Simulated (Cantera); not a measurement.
Input: 1 mol HgO, 1.6 mol O2, 0.49 mol N2, at 2.60 bar.

Equilibrium computed with Cantera from the NASA thermochemical tables; the gas is ideal and each condensed phase is pure. Candidate condensed phases: Hg, HgO; 10 gas species. The numbers say what is thermodynamically allowed, not how fast it happens.

**Question.** What share of the Hg ends up in condensed phases as a function of T (K), at 450, 500, 550, 600, 650, 700, 750, 800, 850?

**Answer.** 
```json
[
 {"T (K)": "450", "Hg condensed (%)": "100.0", "as": "HgO(s)"},
 {"T (K)": "500", "Hg condensed (%)": "100.0", "as": "HgO(s)"},
 {"T (K)": "550", "Hg condensed (%)": "100.0", "as": "HgO(s)"},
 {"T (K)": "600", "Hg condensed (%)": "99.8", "as": "HgO(s)"},
 {"T (K)": "650", "Hg condensed (%)": "98.4", "as": "HgO(s)"},
 {"T (K)": "700", "Hg condensed (%)": "87.6", "as": "HgO(s)"},
 {"T (K)": "750", "Hg condensed (%)": "0.0", "as": "-"},
 {"T (K)": "800", "Hg condensed (%)": "0.0", "as": "-"},
 {"T (K)": "850", "Hg condensed (%)": "0.0", "as": "-"}
]
```
